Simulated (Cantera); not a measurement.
A perfectly stirred reactor is fed with 34.5 % CH4, 65.5 % H2O, at 100000 Pa; it is held at 1450 K, and followed from long to short residence time.

Computed with Cantera and GRI-Mech 3.0 (53 species, 325 reactions).

**Question.** Predict: x(CH4) at τ = 4.70 s; x(H2O) at τ = 4.70 s; x(CO) at τ = 4.70 s; x(C2H) at τ = 4.70 s; x(CH4) at τ = 53.0 ms; x(H2O) at τ = 53.0 ms; x(CO) at τ = 53.0 ms.

**Answer.** 
- x(CH4) at τ = 4.70 s: 0.130
- x(H2O) at τ = 4.70 s: 0.496
- x(CO) at τ = 4.70 s: 0.0201
- x(C2H) at τ = 4.70 s: 1.07e-9
- x(CH4) at τ = 53.0 ms: 0.326
- x(H2O) at τ = 53.0 ms: 0.648
- x(CO) at τ = 53.0 ms: 0.000124
